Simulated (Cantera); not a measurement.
Input (Python, Cantera):

```python
import numpy as np
import cantera as ct

gas = ct.Solution("gri30.yaml")


def delay(T, t_max=10):
    gas.TPX = T, 260000, {'CH4': 1, 'O2': 1.25, 'N2': 4.7}
    reactor = ct.IdealGasConstPressureReactor(gas, clone=False)
    net = ct.ReactorNet([reactor])
    net.rtol, net.atol = 1e-8, 1e-16
    while net.time < t_max:
        t_old, T_old = net.time, reactor.T
        net.step()
        if reactor.T > T + 400:  # ignition: a rise of 400 K
            return t_old + (T + 400 - T_old) / (reactor.T - T_old) * (net.time - t_old)
    return np.nan


taus = []
for T in [1225, 1275, 1325, 1375, 1425, 1475, 1525]:
    taus.append(delay(T))
    print(f"T0 = {T:6g} K   tau = {taus[-1]:.4e} s")
```

It prints:

```
T0 =   1225 K   tau = 1.7795e-02 s
T0 =   1275 K   tau = 9.3221e-03 s
T0 =   1325 K   tau = 5.0228e-03 s
T0 =   1375 K   tau = 2.7755e-03 s
T0 =   1425 K   tau = 1.5703e-03 s
T0 =   1475 K   tau = 9.0968e-04 s
T0 =   1525 K   tau = 5.4031e-04 s
```

Model: GRI-Mech 3.0 (53 species, 325 reactions), integrated in Cantera.
